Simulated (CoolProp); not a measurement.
Aqueous magnesium chloride as a coolant, 7 % by mass, freezing at -4.7 °C, 1 atm.

Computed with CoolProp (Melinder's fits for secondary coolants).

```csv
T (°C),cp (kJ/(kg K)),viscosity (mPa s),density (kg/m³),conductivity (W/(m K))
-2.7,3.747,2.63,1062,0.543
0.3,3.751,2.35,1062,0.548
3.2,3.755,2.12,1061,0.554
6.1,3.759,1.92,1061,0.559
9,3.763,1.75,1060,0.564
11.9,3.767,1.61,1059,0.570
14.8,3.771,1.48,1059,0.575
17.8,3.776,1.36,1058,0.580
20.7,3.780,1.26,1057,0.585
23.6,3.783,1.17,1056,0.589
26.5,3.787,1.09,1055,0.594
29.4,3.791,1.02,1054,0.599
32.4,3.795,0.946,1053,0.604
```
